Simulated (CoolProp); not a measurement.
The numbers come from the reference Helmholtz-energy equation of state, Lemmon 2006 in CoolProp. It is a short technical equation, of lower accuracy than the large ones.

Task: For isopentane, give the phase and the density (kg/m³), cv (kJ/(kg K)), speed of sound (m/s), Joule-Thomson coefficient (K/MPa) at 317 K and 13 bar; 420.6 K and 13 bar; 441.3 K and 13 bar.

Result: 
- 317 K and 13 bar: liquid; density 597, cv 1.78, speed of sound 884, Joule-Thomson coefficient -0.309
- 420.6 K and 13 bar: gas; density 34.2, cv 2.18, speed of sound 180, Joule-Thomson coefficient 14.3
- 441.3 K and 13 bar: gas; density 31.0, cv 2.24, speed of sound 194, Joule-Thomson coefficient 11.3
